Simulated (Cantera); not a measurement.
A freely propagating, adiabatic, planar premixed flame of CH3OH : O2 : N2 = 1 : 1.61 : 4.35 (molar parts), unburnt at 675 K and 203 Torr; mixture-averaged transport, grid criteria slope 0.08 and curve 0.16, no radiation.

Model: GRI-Mech 3.0 (53 species, 325 reactions), integrated in Cantera. GRI-Mech 3.0 was tuned for natural gas; its chemistry of methanol as a main component is partial and can be far from experiment. Burning velocities carry a grid error of a few per cent, more on coarse grids.

Question: What does this change do: O2 1.61 to 1.2 parts?

Answer: 
```csv
quantity,before,after
laminar burning velocity,251 cm/s,227 cm/s
thermal thickness,0.644 mm,0.698 mm
peak x(C2H2),9.18e-7,3.87e-6
peak x(CH2),1.89e-5,2.79e-5
peak x(CH2CO),1.03e-5,2.09e-5
```

Question: What does this change do: inlet temperature 675 to 375 K?

Answer: 
```tsv
quantity	before	after
laminar burning velocity	251 cm/s	102 cm/s
thermal thickness	0.644 mm	0.764 mm
peak x(C2H2)	9.18e-7	5.86e-7
peak x(CH2)	1.89e-5	1.35e-5
peak x(CH2CO)	1.03e-5	7.65e-6
```
